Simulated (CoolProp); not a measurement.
Vapour-liquid equilibrium of propane (1) + R134a (2) at 266.9 K; x and y are mole fractions of (1).

Computed with CoolProp (multi-fluid Helmholtz-energy mixture model, Lemmon 2009 and Tillner-Roth 1994; pair parameters Bell 2016).

| x | bubble pressure, mixture model (bar) | bubble pressure, Raoult's law (bar) | y, mixture model | y, Raoult's law |
|---|---|---|---|---|
| 0.05 | 3.073 | 2.400 | 0.263 | 0.081 |
| 0.2 | 4.262 | 2.637 | 0.509 | 0.296 |
| 0.35 | 4.662 | 2.874 | 0.580 | 0.475 |
| 0.5 | 4.801 | 3.111 | 0.615 | 0.627 |
| 0.65 | 4.844 | 3.348 | 0.650 | 0.757 |
| 0.8 | 4.759 | 3.585 | 0.715 | 0.871 |
| 0.95 | 4.267 | 3.822 | 0.881 | 0.970 |

The largest gap from Raoult's law is +62.2 % in bubble pressure, at x = 0.35. y crosses x between x = 0.65 and 0.8: the model has an azeotrope there.

Pair parameters are fitted to limited data, so mixtures are less certain than the pure fluids. With so large a gap from Raoult's law the liquid may split in two, which this calculation doesn't test in full.
